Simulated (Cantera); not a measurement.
An adiabatic, constant-volume homogeneous reactor starts with 7.48 % C₂H₄, 18.7 % O₂, 70.3 % N₂, 2.47 % H₂O, 1.05 % CO₂, at 1650 K and 728 Torr.

Detailed kinetics in Cantera: GRI-Mech 3.0 (53 species, 325 reactions). GRI-Mech 3.0 was tuned for natural gas; its chemistry of ethylene as a main component is partial and can be far from experiment. Above 3000 K some thermodynamic fits are extrapolated.

Task: Predict: time of steepest temperature rise; temperature at 3.00 s; equilibrium temperature; x(O₂) at 3.00 s; x(H₂O) at 3.00 s; x(OH) at 3.00 s; x(CO₂) at 3.00 s; x(H) at 3.00 s; x(NO) at 3.00 s.

Result: 
```json
{
 "time_of_steepest_temperature_rise": "18.0 µs",
 "temperature at 3.00 s": "3019 K",
 "equilibrium_temperature": "3019 K",
 "x(O₂) at 3.00 s": "0.0162 (gas-phase equilibrium 0.0162)",
 "x(H₂O) at 3.00 s": "0.107 (gas-phase equilibrium 0.107)",
 "x(OH) at 3.00 s": "0.0255 (gas-phase equilibrium 0.0255)",
 "x(CO₂) at 3.00 s": "0.0483 (gas-phase equilibrium 0.0483)",
 "x(H) at 3.00 s": "0.0205 (gas-phase equilibrium 0.0205)",
 "x(NO) at 3.00 s": "0.0122 (gas-phase equilibrium 0.0122)"
}
```
